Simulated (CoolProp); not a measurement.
Vapour-liquid equilibrium of nitrogen (1) + carbon monoxide (2) at 0.0543 MPa; x and y are mole fractions of (1).

Computed with CoolProp (multi-fluid Helmholtz-energy mixture model, Span 2000 and Lemmon 2006; pair parameters Gernert 2013).

| x | bubble temperature (K) | y at the bubble point | dew temperature at overall composition x (K) | liquid density (mol/L) |
|---|---|---|---|---|
| 0.05 | (withheld) | 0.087 | 76.4 | 29.13 |
| 0.125 | 75.8 | 0.206 | (withheld) | 29.17 |
| 0.2 | 75.4 | 0.312 | 75.8 | 29.21 |
| 0.275 | 75.0 | 0.406 | 75.5 | 29.24 |
| 0.35 | 74.6 | 0.491 | 75.2 | 29.28 |
| 0.425 | 74.3 | 0.567 | 74.9 | (withheld) |
| 0.5 | (withheld) | 0.636 | 74.6 | 29.34 |
| 0.575 | 73.7 | 0.699 | 74.2 | 29.37 |
| 0.65 | 73.4 | (withheld) | (withheld) | 29.40 |
| 0.725 | 73.2 | 0.813 | 73.6 | 29.43 |
| 0.8 | 73.0 | 0.865 | 73.2 | 29.46 |
| 0.875 | 72.7 | 0.916 | 72.9 | 29.50 |
| 0.95 | 72.6 | 0.966 | 72.6 | 29.53 |

Problem. Complete the blanks.

Solution. 
- 0.05, bubble temperature (K): 76.2
- 0.125, dew temperature at overall composition x (K): 76.1
- 0.425, liquid density (mol/L): 29.31
- 0.5, bubble temperature (K): 74.0
- 0.65, y at the bubble point: 0.758
- 0.65, dew temperature at overall composition x (K): 73.9

No azeotrope shows between x = 0.05 and 0.95.

The pair parameters rest on a limited set of measurements; away from them the model extrapolates.
